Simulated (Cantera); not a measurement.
Input: 1 mol SiH₂Cl₂, 3.4 mol HCl, 400 mol H₂, 0.33 mol C₃H₈, at 2448 K and 0.640 bar.

Method: chemical equilibrium by Gibbs-energy minimisation in Cantera with the NASA 1993 tables (ideal gas, pure condensed phases). Candidate condensed phases: C, C₆H₆, C₇H₈, C₈H₁₈, Si, SiC; 109 gas species. The tables' values for SiCl are old estimates; treat these amounts as uncertain. Gases not in the tables: Si₂H₆ and higher silanes. The numbers say what is thermodynamically allowed, not how fast it happens.

Base state: H₂ 0.959, H 0.0244, HCl 0.0126, Si 0.00146, C₂H₂ (acetylene) 0.00108, SiH 0.000328, SiH₂ 0.000237, Cl 0.000228 (mole fractions); condensed: gas only.

What changes in the equilibrium state with this change: temperature from 2448 K to 2673 K?


```
species    before     after
-------  --------  --------
H₂          0.959     0.922
H          0.0244    0.0615
HCl        0.0126    0.0122
Si        0.00146   0.00181
SiCl₂     7.50e-5   1.52e-5
Si₂C      9.10e-5   1.93e-5
Cl       0.000228  0.000567
Si₂       1.05e-5   4.48e-6
CH₄       3.48e-5   1.49e-5
```
